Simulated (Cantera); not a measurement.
A freely propagating, adiabatic, planar premixed flame of H2 : O2 : N2 : H2O = 1 : 0.667 : 2.51 : 0.0055 (molar parts), equivalence ratio 0.75, unburnt at 650 K and 82.5 Torr; mixture-averaged transport, grid criteria slope 0.08 and curve 0.16, no radiation.

Cantera simulation using the H2/O2 subset of GRI-Mech 3.0, which has no nitrogen chemistry; the numbers are that mechanism's predictions, not measurements. Burning velocities carry a grid error of a few per cent, more on coarse grids.

x: mole fraction of selected species; z is measured from the peak of heat release.

| z (mm) | T (K) | u (m/s) | x H2 | x O2 | x HO2 | x OH | x H | x H2O2 |
|---|---|---|---|---|---|---|---|---|
| -27.2 | 650 | 6.09 | 0.239 | 0.159 | <1e-8 | <1e-8 | <1e-8 | <1e-8 |
| -18.1 | 650 | 6.09 | 0.239 | 0.159 | <1e-8 | <1e-8 | <1e-8 | <1e-8 |
| -13.6 | 650 | 6.09 | 0.239 | 0.159 | <1e-8 | <1e-8 | <1e-8 | <1e-8 |
| -9.06 | 650 | 6.09 | 0.239 | 0.159 | 4.27e-7 | <1e-8 | 2.71e-7 | <1e-8 |
| -4.53 | 657 | 6.14 | 0.238 | 0.159 | 3.65e-5 | 2.12e-5 | 0.000372 | 2.79e-7 |
| -2.27 | 754 | 7.00 | 0.218 | 0.156 | 2.75e-5 | 0.000267 | 0.00775 | 3.42e-7 |
| 0 | 1096 | 9.89 | 0.0968 | 0.111 | 1.37e-5 | 0.00334 | 0.0554 | 7.30e-7 |
| 2.27 | 1348 | 12.0 | 0.0302 | 0.0661 | 6.98e-6 | 0.00787 | 0.0679 | 8.17e-7 |
| 4.53 | ___ | 13.0 | 0.0278 | 0.0610 | ___ | ___ | ___ | ___ |
| 9.06 | ___ | 14.0 | 0.0278 | 0.0578 | ___ | ___ | ___ | ___ |
| 18.1 | 1748 | 15.2 | 0.0263 | 0.0546 | 3.26e-6 | 0.0154 | 0.0337 | 1.99e-7 |
| 36.3 | 1898 | 16.3 | 0.0231 | 0.0516 | 2.42e-6 | 0.0172 | 0.0224 | 1.06e-7 |
| 72.5 | 2040 | 17.3 | 0.0184 | 0.0490 | 1.81e-6 | 0.0176 | 0.0131 | 6.46e-8 |

Q: Fill in the missing entries.

A: 
- 4.53, T (K): 1465
- 4.53, x HO2: 5.47e-6
- 4.53, x OH: 0.0102
- 4.53, x H: 0.0584
- 4.53, x H2O2: 6.29e-7
- 9.06, T (K): 1600
- 9.06, x HO2: 4.28e-6
- 9.06, x OH: 0.0129
- 9.06, x H: 0.0461
- 9.06, x H2O2: 3.77e-7
